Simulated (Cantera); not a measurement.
A perfectly stirred reactor is fed with CH3OH : O2 : N2 = 0.021 : 0.026 : 1 (molar parts), at 1000000 Pa; it is held at 1450 K, and followed from long to short residence time.

Cantera simulation using GRI-Mech 3.0 (53 species, 325 reactions); the numbers are that mechanism's predictions, not measurements. GRI-Mech 3.0 was tuned for natural gas; its chemistry of methanol as a main component is partial and can be far from experiment. The temperature is held fixed by assumption; the heat of reaction is taken as removed at once.

**Question.** What does this change do: pressure from 1000000 Pa to 180000 Pa?

**Answer.** 
| quantity | before | after |
|---|---|---|
| x(CH3OH) at τ = 1.90 s | 3.83e-7 | 3.11e-7 |
| x(O2) at τ = 1.90 s | 1.13e-5 | 1.37e-5 |
| x(CO) at τ = 1.90 s | 0.00523 | 0.00521 |
| x(H) at τ = 1.90 s | 1.74e-5 | 0.000119 |
| x(HO2) at τ = 1.90 s | 3.17e-8 | 8.86e-9 |
| x(CH3OH) at τ = 52.0 ms | 3.18e-6 | 2.45e-6 |
| x(O2) at τ = 52.0 ms | 9.30e-5 | 0.000132 |
| x(CO) at τ = 52.0 ms | 0.00548 | 0.00541 |
| x(H) at τ = 52.0 ms | 7.68e-5 | 0.000545 |
| x(HO2) at τ = 52.0 ms | 3.23e-7 | 9.35e-8 |

**Question.** What does this change do: 0.024 parts H2O added?

**Answer.** 
```
quantity                  before    after
-----------------------  -------  -------
x(CH3OH) at τ = 1.90 s   3.83e-7  4.18e-7
x(O2) at τ = 1.90 s      1.13e-5  1.23e-5
x(CO) at τ = 1.90 s      0.00523  0.00408
x(H) at τ = 1.90 s       1.74e-5  1.51e-5
x(HO2) at τ = 1.90 s     3.17e-8  3.81e-8
x(CH3OH) at τ = 52.0 ms  3.18e-6  3.40e-6
x(O2) at τ = 52.0 ms     9.30e-5  9.80e-5
x(CO) at τ = 52.0 ms     0.00548  0.00437
x(H) at τ = 52.0 ms      7.68e-5  6.79e-5
x(HO2) at τ = 52.0 ms    3.23e-7  3.90e-7
```
